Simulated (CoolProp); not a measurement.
Ethylene along the isobar 7320 kPa: density (kg/m³) from the reference equation and from simpler models built on Tc = 282.4 K, pc = 5042 kPa, ω = 0.087; each cubic takes its own stable root.

Values from CoolProp's reference Helmholtz-energy equation of state, Smukala 2000.

```json
[
 {"T (K)": "224.8", "phase": "liquid", "reference": "492.6"},
 {"T (K)": "232.1", "phase": "liquid", "reference": "479.9"},
 {"T (K)": "239.4", "phase": "liquid", "reference": "466.5"},
 {"T (K)": "246.7", "phase": "liquid", "reference": "452.2"},
 {"T (K)": "254", "phase": "liquid", "reference": "436.8"},
 {"T (K)": "261.3", "phase": "liquid", "reference": "419.7"},
 {"T (K)": "268.6", "phase": "liquid", "reference": "400.6"},
 {"T (K)": "275.9", "phase": "liquid", "reference": "378.3"},
 {"T (K)": "283.2", "phase": "supercritical", "reference": "350.7"},
 {"T (K)": "290.5", "phase": "supercritical", "reference": "313.4"},
 {"T (K)": "297.8", "phase": "supercritical", "reference": "255.1"},
 {"T (K)": "305.1", "phase": "supercritical", "reference": "188.9"}
]
```

### Question
How far does each simpler model (van der Waals, Redlich-Kwong, Soave-Redlich-Kwong, Peng-Robinson) lie from the reference over these 12 states: mean and median of the absolute difference, and the worst?

### Answer
- van der Waals: mean 26.3 %, median 30.3 %, worst -32.1 % at 224.8 K and 7320 kPa
- Redlich-Kwong: mean 8.8 %, median 8.9 %, worst -13.3 % at 290.5 K and 7320 kPa
- Soave-Redlich-Kwong: mean 8.9 %, median 8.0 %, worst -14.3 % at 290.5 K and 7320 kPa
- Peng-Robinson: mean 4.3 %, median 4.6 %, worst +7.5 % at 224.8 K and 7320 kPa
